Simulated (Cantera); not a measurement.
An isothermal plug-flow reactor at 650 K and 0.690 bar (inlet), inlet velocity 2 m/s, active area per volume 3900 1/m; feed 0.233 % CO, 1.40 % O₂, 91.9 % N₂, 6.51 % H₂O.

Cantera simulation using Deutschmann's 1995 Pt surface mechanism with GRI-Mech 3.0 gas chemistry; the numbers are that mechanism's predictions, not measurements. Catalytic surfaces can have several steady states; this one follows from the mechanism file's or the stated starting coverage. Mass transfer to the wall is taken as infinitely fast.

**Question.** Predict: x(CO) at z = 0.0043 m; x(O₂) at z = 0.0043 m; x(H₂O) at z = 0.0043 m; x(CO₂) at z = 0.0043 m; θ(free Pt) at the exit; θ(O*) at the exit; θ(OH*) at the exit.

**Answer.** 
```
Quantity                  Result
----------------------  --------
x(CO) at z = 0.0043 m   0.000441
x(O₂) at z = 0.0043 m     0.0130
x(H₂O) at z = 0.0043 m    0.0652
x(CO₂) at z = 0.0043 m   0.00189
θ(free Pt) at the exit    0.0125
θ(O*) at the exit          0.981
θ(OH*) at the exit       0.00662
```
